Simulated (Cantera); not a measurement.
Mixture: 2.34 % C3H8, 20.5 % O2, 77.2 % N2, at 28500 Torr, adiabatic and at constant pressure. Ignition delay is the time to a rise of 400 K.

Computed with Cantera and GRI-Mech 3.0 (53 species, 325 reactions). GRI-Mech 3.0 was tuned for natural gas; its chemistry of propane as a main component is partial and can be far from experiment. The pressure lies above the range GRI-Mech 3.0 was tuned for (to about 10 atm).

Q: Predict: delay at 1175 K; delay at 1275 K; delay at 1375 K; delay at 1475 K; delay at 1575 K; delay at 1675 K; apparent activation energy between 1475 and 1675 K.

A: 
- delay at 1175 K: 0.788 ms
- delay at 1275 K: 0.172 ms
- delay at 1375 K: 43.0 µs
- delay at 1475 K: 12.9 µs
- delay at 1575 K: 4.75 µs
- delay at 1675 K: 2.11 µs
- apparent activation energy between 1475 and 1675 K: 190 kJ/mol
